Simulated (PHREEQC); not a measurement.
Make-up at 59 °C: 120 mmol/kgw CaCl2, 37 mmol/kgw KBr and 0.02 mmol/kgw Ag2SO4. Closed to the air; pH follows from the charge balance.

Equilibrium calculation in PHREEQC: ion-association model, wateq4f.dat.

This is a speciation only: nothing precipitates in the calculation.

Task: Order these S species by the share of S that they hold, largest first: KSO4-, SO4-2, CaSO4.

Result: CaSO4 (58 %), SO4-2 (39 %), KSO4- (3.3 %)

Task: Order these Ag species by the share of Ag that they hold, largest first: AgCl4-3, AgCl3-2, AgCl2-, AgBr2-, AgBr3-2.

Result: AgBr3-2 (56 %), AgBr2- (29 %), AgCl4-3 (5.8 %), AgCl2- (4.9 %), AgCl3-2 (4.2 %)

The pH is 6.48 and the ionic strength 0.397 mol/kgw. At this temperature some constants are extrapolated from 25 °C, and those without enthalpy data are left unchanged.
